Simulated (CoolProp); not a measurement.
The fluid at 289 K and 4.98 MPa is throttled through a valve to 2.85 MPa with no heat exchange. The same conditions are run with several fluids, on thermodynamics alone (safety and materials aside).

Values from CoolProp's reference Helmholtz-energy equation of state of each fluid (cyclohexane: Zhou 2014; R114: Platzer 1990; n-undecane: Aleksandrov 2011; ethane: Bücker 2006; R236EA: Rui 2013). The equations of Platzer and Polt are older, rougher fits.

```tsv
fluid	temperature change (K)	final phase	final density (kg/m³)
cyclohexane	+1.0	liquid	784
R114	+0.7	liquid	1490
n-undecane	+0.9	liquid	745
ethane	-8.3	two-phase, vapour fraction 0.091	252
R236EA	+0.5	liquid	1460
```
